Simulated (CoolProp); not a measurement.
p-xylene along the isotherm 346.85 °C: Z from the reference equation and from simpler models built on Tc = 343.0 °C, pc = 3.532 MPa, ω = 0.324; each cubic takes its own stable root.

The numbers come from the reference Helmholtz-energy equation of state, Zhou 2012 in CoolProp.

| p (MPa) | phase | reference |
|---|---|---|
| 0.981 | gas | 0.8912 |
| 1.96 | gas | 0.7648 |
| 2.94 | gas | 0.5968 |
| 3.92 | supercritical | 0.2079 |
| 4.9 | supercritical | 0.2235 |
| 5.89 | supercritical | 0.2534 |
| 6.87 | supercritical | 0.2849 |
| 7.85 | supercritical | 0.3166 |
| 8.83 | supercritical | 0.3484 |

Question: How far does each simpler model (Redlich-Kwong, Peng-Robinson) lie from the reference over these 9 states: mean and median of the absolute difference, and the worst?

Answer: 
- Redlich-Kwong: mean 16.4 %, median 19.8 %, worst +29.8 % at 346.85 °C and 3.92 MPa
- Peng-Robinson: mean 8.2 %, median 8.2 %, worst +21.4 % at 346.85 °C and 3.92 MPa
